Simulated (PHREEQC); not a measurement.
**Buffer (model solution)**

Solution (25 °C): 0.017 mol NaHSO4, 0.066 mol KOH and 0.11 mol KCl per kg of water. It is in equilibrium with CO2 at log p = -1 (atm). Otherwise closed; pH follows from the charge balance.

All values are PHREEQC results (ion-association model, phreeqc.dat), not measurements.

No solid was allowed to form.

Predict the pH.

pH 7.38.

In which forms is C present?

HCO3- 93 %, CO2 6.2 % of the C.
